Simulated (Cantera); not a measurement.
Mixture: 8.91 % CO, 12.5 % H2, 15.5 % O2, 58.3 % N2, 4.81 % H2O, at 7500 Torr, adiabatic and at constant volume. Ignition delay is the time to a rise of 400 K.

Model: GRI-Mech 3.0 (53 species, 325 reactions), integrated in Cantera. The hydrogen kinetics of GRI-Mech 3.0 are dated; newer H2 mechanisms differ, most at raised pressure. Where the delays flatten at high temperature, the 400 K rule measures the pace of heat release, not the induction time.

Problem. Predict: delay at 1250 K; delay at 1300 K; delay at 1350 K; delay at 1400 K; delay at 1450 K; delay at 1500 K; delay at 1550 K; apparent activation energy between 1450 and 1550 K.

Solution. 
| Quantity | Result |
|---|---|
| delay at 1250 K | 30.2 µs |
| delay at 1300 K | 10.9 µs |
| delay at 1350 K | 5.58 µs |
| delay at 1400 K | 3.62 µs |
| delay at 1450 K | 2.65 µs |
| delay at 1500 K | 2.08 µs |
| delay at 1550 K | 1.70 µs |
| apparent activation energy between 1450 and 1550 K | 82 kJ/mol |
